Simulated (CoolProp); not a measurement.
Properties of R507A along the isotherm 212.1 K.

Values from CoolProp's reference Helmholtz-energy equation of state, Lemmon 2003. It is a pseudo-pure fit of the blend.

```tsv
p (kPa)	phase	density (kg/m³)	Joule-Thomson coefficient (K/MPa)	isothermal compressibility (1/MPa)	viscosity (µPa s)	Prandtl number
370	liquid	1361	-0.3201	0.001812	436	5.33
741	liquid	1362	-0.3214	0.001798	438	5.34
1110	liquid	1363	-0.3226	0.001785	440	5.35
1480	liquid	1364	-0.3239	0.001772	441	5.36
1850	liquid	1365	-0.3251	0.001759	443	5.37
2220	liquid	1366	-0.3263	0.001746	445	5.38
2590	liquid	1367	-0.3274	0.001734	447	5.39
2960	liquid	1368	-0.3286	0.001722	449	5.40
3330	liquid	1369	-0.3297	0.001710	451	5.41
3700	liquid	1369	-0.3309	0.001698	453	5.42
4080	liquid	1370	-0.3320	0.001686	454	5.44
4450	liquid	1371	-0.3331	0.001675	456	5.45
4820	liquid	1372	-0.3342	0.001664	458	5.46
5190	liquid	1373	-0.3352	0.001653	460	5.47
5560	liquid	1374	-0.3363	0.001642	462	5.48
```

Viscosity comes from a separate model (Geller 2000). Thermal conductivity comes from a separate model (Geller 2001).
